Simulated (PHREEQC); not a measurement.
Dissolve 0.19 mmol/kgw Ca(HCO3)2, 3.8 mmol/kgw NaF and 0.38 mmol/kgw H4SiO4 at 25 °C. Closed to the air; pH follows from the charge balance.

Equilibrium calculation in PHREEQC: ion-association model, phreeqc.dat.

Task: The ionic strength comes out as 0.00436 mol/kgw. What activity coefficients do F-, Ca+2, Na+, H3SiO4-, CO3-2 get?

Result: F- 0.93, Ca+2 0.76, Na+ 0.93, H3SiO4- 0.93, CO3-2 0.76.

No solid was allowed to form. Saturation is exceeded, for instance for Fluorite, Quartz (slow to form); the values hold only as long as no solid forms. SiF6-2 is the database's only silicon fluoride.
